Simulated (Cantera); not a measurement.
A closed system holds: 1 mol MgO, 2.9 mol O2, 0.19 mol CO2, 0.17 mol SO2, 0.53 mol H2O, equilibrated at 10.0 Torr.

Cantera equilibrium calculation (NASA polynomials, part measured and part estimated; ideal gas, pure solids and liquids). Candidate condensed phases: C, C6H6, C7H8, C8H18, H2O, H2SO4, Mg, MgCO3, MgO, Mg(OH)2, MgS, MgSO4, S; 130 gas species. Rates play no part.

x: gas mole fraction; n: condensed amount in mol.

| T (K) | x O2 | x H2O | x CO2 | x SO2 | x SO3 | x OH | n MgO(s) | n MgSO4(s) |
|---|---|---|---|---|---|---|---|---|
| 600 | 0.796 | 0.150 | 0.0537 | <1e-12 | <1e-12 | ? | 0.830 | 0.170 |
| 700 | 0.796 | 0.150 | 0.0537 | 6.62e-12 | 1.95e-10 | ? | 0.830 | 0.170 |
| 800 | 0.796 | 0.150 | 0.0537 | 2.38e-8 | 8.46e-8 | ? | 0.830 | 0.170 |
| 900 | 0.796 | 0.150 | 0.0537 | 1.34e-5 | 9.22e-6 | ? | 0.830 | 0.170 |
| 1000 | 0.795 | 0.149 | 0.0536 | 0.00206 | 0.000382 | ? | 0.839 | 0.161 |
| 1100 | 0.765 | 0.140 | 0.0502 | 0.0423 | 0.00266 | ? | 1.00 | 0 |
| 1200 | 0.765 | 0.140 | 0.0502 | 0.0437 | 0.00114 | ? | 1.00 | 0 |
| 1300 | 0.765 | 0.140 | 0.0501 | 0.0443 | 0.000546 | ? | 1.00 | 0 |
| 1400 | 0.765 | 0.140 | 0.0501 | 0.0446 | 0.000291 | ? | 1.00 | 0 |

Task: Fill in the missing entries.

Result: 
- 600, x OH: 1.31e-12
- 700, x OH: 1.35e-10
- 800, x OH: 4.39e-9
- 900, x OH: 6.60e-8
- 1000, x OH: 5.77e-7
- 1100, x OH: 3.27e-6
- 1200, x OH: 1.44e-5
- 1300, x OH: 5.05e-5
- 1400, x OH: 0.000148
